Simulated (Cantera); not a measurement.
**Titanium nitride, carbide and oxide coatings: TiCl4 + C3H8 + H2**

A closed system holds: 1 mol TiCl4, 1.5 mol C3H8, 170 mol H2, at 1300 K and 0.100 bar.

Equilibrium computed with Cantera from the NASA thermochemical tables; the gas is ideal and each condensed phase is pure. Candidate condensed phases: C, C6H6, C7H8, C8H18, Ti, TiC, TiCl2, TiCl3, TiCl4; 96 gas species. TiC: taken at fixed stoichiometry. Rates play no part.

x(H2): 0.977
x(HCl): 0.0225
x(CH4): 0.000750
x(H): 3.46e-6
x(TiCl3): 3.08e-6
n(C(graphite)): 3.37 mol
n(TiC(s)): 0.999 mol
gas amount: 177.9 mol
log10 activity of Ti(β) (absent): -6.79
log10 activity of TiCl4(l) (absent): -9.54
